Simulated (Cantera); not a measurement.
A closed system holds: 1 mol Cr, 0.051 mol H2O, 61 mol H2, held at 775 °C and 100 Torr.

These are equilibrium values from Cantera (NASA tables, ideal gas, pure condensed phases), not measurements of a reactor. Candidate condensed phases: Cr, Cr2O3, H2O; 13 gas species. Mutual solubility and eutectic melting of coexisting phases are not modelled. Equilibrium is a limit: real reactors are often held back by kinetics, nucleation or transport.

Base state: H2 1.000, H2O 1.66e-5 (mole fractions); condensed: Cr(s) + Cr2O3(s).

Q: What changes in the equilibrium state with this change: temperature from 775 °C to 1300 °C?

A: 
| species | before | after |
|---|---|---|
| H2 | 1.000 | 0.999 |
| H2O | 1.66e-5 | 0.000835 |
| H | 2.12e-8 | 0.000111 |
| Cr | <1e-9 | 1.77e-5 |
| Cr(s), mol | 0.967 | 0.999 |
| Cr2O3(s), mol | 0.0167 | 0 |
